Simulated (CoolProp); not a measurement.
Saturated liquid density (kg/m³) of the fluoroketone C6F12O (FK-5-1-12): the reference equation beside estimates from Tc = 441.8 K, pc = 1869 kPa, ω = 0.471. Rackett uses Z = 0.29056 − 0.08775 ω.

The numbers come from the reference Helmholtz-energy equation of state, McLinden 2015 in CoolProp.

```json
[
 {"T (K)": "322.5", "reference": "1526", "Rackett": "1678", "van der Waals": "893.2", "Peng-Robinson": "1574"},
 {"T (K)": "329.8", "reference": "1502", "Rackett": "1650", "van der Waals": "878.9", "Peng-Robinson": "1547"},
 {"T (K)": "337.1", "reference": "1477", "Rackett": "1620", "van der Waals": "864.1", "Peng-Robinson": "1518"},
 {"T (K)": "344.4", "reference": "1451", "Rackett": "1590", "van der Waals": "848.7", "Peng-Robinson": "1488"},
 {"T (K)": "351.8", "reference": "1424", "Rackett": "1558", "van der Waals": "832.5", "Peng-Robinson": "1455"},
 {"T (K)": "359.1", "reference": "1396", "Rackett": "1526", "van der Waals": "815.7", "Peng-Robinson": "1421"},
 {"T (K)": "366.4", "reference": "1367", "Rackett": "1492", "van der Waals": "798.2", "Peng-Robinson": "1384"},
 {"T (K)": "373.7", "reference": "1337", "Rackett": "1457", "van der Waals": "779.7", "Peng-Robinson": "1344"},
 {"T (K)": "381", "reference": "1304", "Rackett": "1419", "van der Waals": "760.2", "Peng-Robinson": "1301"}
]
```

Absolute difference from the reference over all 9 rows, mean and median: Rackett 9.4 and 9.4 %, van der Waals 41.6 and 41.5 %, Peng-Robinson 1.9 and 2.2 %.
